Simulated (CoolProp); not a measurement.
Vapour-liquid equilibrium of m-xylene (1) + n-undecane (2) at 319.7 K; x and y are mole fractions of (1).

The numbers come from the multi-fluid Helmholtz-energy mixture model, Zhou 2012 and Aleksandrov 2011; pair parameters Bell 2016 in CoolProp.

| x | bubble pressure, mixture model (MPa) | bubble pressure, Raoult's law (MPa) | y, mixture model | y, Raoult's law |
|---|---|---|---|---|
| 0.05 | 0.0004255 | 0.0004241 | 0.417 | 0.415 |
| 0.15 | 0.0007474 | 0.0007501 | ___ | 0.704 |
| 0.25 | ___ | 0.001076 | ___ | 0.818 |
| 0.35 | ___ | 0.001402 | 0.876 | 0.879 |
| 0.45 | ___ | 0.001728 | 0.915 | 0.917 |
| 0.55 | 0.002026 | 0.002054 | 0.942 | 0.943 |
| 0.65 | 0.002355 | 0.002380 | 0.961 | 0.962 |
| 0.75 | 0.002688 | 0.002706 | 0.976 | 0.976 |
| 0.85 | ___ | 0.003032 | 0.987 | 0.987 |
| 0.95 | ___ | 0.003358 | 0.996 | 0.996 |

### Question
Complete the blanks.

### Answer

- 0.15, y, mixture model: 0.702
- 0.25, bubble pressure, mixture model (MPa): 0.001065
- 0.25, y, mixture model: 0.815
- 0.35, bubble pressure, mixture model (MPa): 0.001382
- 0.45, bubble pressure, mixture model (MPa): 0.001702
- 0.85, bubble pressure, mixture model (MPa): 0.003022
- 0.95, bubble pressure, mixture model (MPa): 0.003356

The largest gap from Raoult's law is -1.5 % in bubble pressure, at x = 0.45. No azeotrope shows between x = 0.05 and 0.95.

The pair parameters rest on a limited set of measurements; away from them the model extrapolates.
